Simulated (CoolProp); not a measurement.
Vapour-liquid equilibrium of n-hexane (1) + o-xylene (2) at 0.0644 MPa; x and y are mole fractions of (1).

Computed with CoolProp (multi-fluid Helmholtz-energy mixture model, Thol 2019 and Zhou 2012; pair parameters Bell 2016).

**Question.** Give the bubble temperature and the first vapour's composition at x = 0.125, 0.35, 0.725. Is there an azeotrope?

**Answer.** x = 0.125: 376.5 K, y = 0.586; x = 0.35: 353.8 K, y = 0.859; x = 0.725: 336.3 K, y = 0.967. No azeotrope shows between x = 0.05 and 0.95.

Pair parameters are fitted to limited data, so mixtures are less certain than the pure fluids.
